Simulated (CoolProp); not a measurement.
A Linde-Hampson liquefier for carbon monoxide: isothermal reversible compression at 280 K from 1 atm to 25 MPa, throttling to 1 atm, return gas leaving the recuperator 5 K below the feed. Each further row changes one setting.

Values from CoolProp's reference Helmholtz-energy equation of state, Lemmon 2006. It is a short technical equation, of lower accuracy than the large ones.

| case | liquid yield per pass | compression work (kJ/kg of gas) |
|---|---|---|
| as stated | ___ | 455 |
| high pressure 50 MPa | ___ | ___ |
| warm-end temperature 310 K | ___ | ___ |
| warm-end gap 10 K | ___ | 455 |

Task: What belongs in the gaps?

Result: 
- as stated, liquid yield per pass: 0.105
- high pressure 50 MPa, liquid yield per pass: 0.113
- high pressure 50 MPa, compression work (kJ/kg of gas): 524
- warm-end temperature 310 K, liquid yield per pass: 0.075
- warm-end temperature 310 K, compression work (kJ/kg of gas): 509
- warm-end gap 10 K, liquid yield per pass: 0.094
